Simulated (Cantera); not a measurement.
What does this Cantera script print?

```python
import numpy as np
import cantera as ct

gas = ct.Solution("SiF4_NH3_mec.yaml", "gas")
gas.TPX = 1550, 1333, {'NH3': 1, 'N2': 1.5}
inlet = ct.Reservoir(gas, clone=True)

reactor = ct.IdealGasConstPressureReactor(gas, energy="off", clone=False)
exhaust = ct.Reservoir(gas, clone=True)
tau = [16, 4.4, 1.3, 0.35, 0.1, 0.028, 0.008, 0.0023, 0.00064, 0.00018][0]
for a, b in ((inlet, reactor), (reactor, exhaust)):
    ct.MassFlowController(a, b, mdot=lambda t: reactor.mass / tau)
net = ct.ReactorNet([reactor])
show = ['NH3', 'NH2', 'H2', 'N2', 'N2H2', 'NH', 'N2H4']

rows = []
print(f"{'tau/s':>10s}{'T/K':>9s}" + "".join(f"{s:>11s}" for s in show))
for tau in [16, 4.4, 1.3, 0.35, 0.1, 0.028, 0.008, 0.0023, 0.00064, 0.00018]:
    net.initial_time = 0.0
    net.advance(30 * tau)
    before = gas.X
    net.advance(40 * tau)
    drift = np.max(np.abs(gas.X - before) / (gas.X + 1e-9))
    rows.append([gas.T, *gas[show].X, drift])
    print(f"{tau:10.3e}{gas.T:9.1f}" + "".join(f"{x:11.3e}" for x in gas[show].X))
```

It prints:

```
     tau/s      T/K        NH3        NH2         H2         N2       N2H2         NH       N2H4
 1.600e+01   1550.0  3.690e-01  8.869e-05  3.317e-02  5.978e-01  8.155e-07  5.439e-07  5.723e-09
 4.400e+00   1550.0  3.907e-01  9.754e-05  9.858e-03  5.993e-01  9.012e-07  4.348e-07  6.920e-09
 1.300e+00   1550.0  3.976e-01  9.346e-05  2.484e-03  5.998e-01  7.697e-07  3.046e-07  6.355e-09
 3.500e-01   1550.0  3.997e-01  5.972e-05  2.799e-04  6.000e-01  3.033e-07  1.412e-07  2.600e-09
 1.000e-01   1550.0  4.000e-01  1.944e-05  1.661e-05  6.000e-01  3.017e-08  2.356e-08  2.760e-10
 2.800e-02   1550.0  4.000e-01  5.447e-06  2.863e-06  6.000e-01  2.159e-09  2.215e-09  2.148e-11
 8.000e-03   1550.0  4.000e-01  1.555e-06  7.797e-07  6.000e-01  1.536e-10  1.615e-10  1.700e-12
 2.300e-03   1550.0  4.000e-01  4.456e-07  2.217e-07  6.000e-01  9.130e-12  9.624e-12  1.262e-13
 6.400e-04   1550.0  4.000e-01  1.224e-07  6.004e-08  6.000e-01  3.448e-13  5.167e-13  7.070e-15
 1.800e-04   1550.0  4.000e-01  3.296e-08  1.543e-08  6.000e-01  9.018e-15  3.022e-14  2.685e-16
```

Computed with Cantera and the gas-phase N/H chemistry of the illustrative SiF4/NH3 mechanism in the Surface Chemkin manual (1991). Walls and surfaces, which speed up NH3 decomposition in real reactors, are not modelled.
